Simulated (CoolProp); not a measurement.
Propylene along the isotherm 326.9 K: Z from the reference equation and from simpler models built on Tc = 364.2 K, pc = 4.555 MPa, ω = 0.146; each cubic takes its own stable root.

Values from CoolProp's reference Helmholtz-energy equation of state, Lemmon 2013.

```
p (MPa)   phase  reference
-------  ------  ---------
1.75        gas     0.7749
3.5      liquid     0.1183
5.26     liquid     0.1741
7.01     liquid     0.2280
8.76     liquid     0.2808
10.5     liquid     0.3323
12.3     liquid     0.3847
14       liquid     0.4335
15.8     liquid     0.4845
17.5     liquid     0.5322
19.3     liquid     0.5820
21       liquid     0.6287
22.8     liquid     0.6776
```

**Question.** How far does each simpler model (van der Waals, Redlich-Kwong, Peng-Robinson) lie from the reference over these 13 states: mean and median of the absolute difference, and the worst?

**Answer.** 
- van der Waals: mean 42.6 %, median 43.4 %, worst +57.9 % at 326.9 K and 3.5 MPa
- Redlich-Kwong: mean 8.9 %, median 8.3 %, worst +16.3 % at 326.9 K and 3.5 MPa
- Peng-Robinson: mean 3.6 %, median 4.1 %, worst -6.0 % at 326.9 K and 22.8 MPa
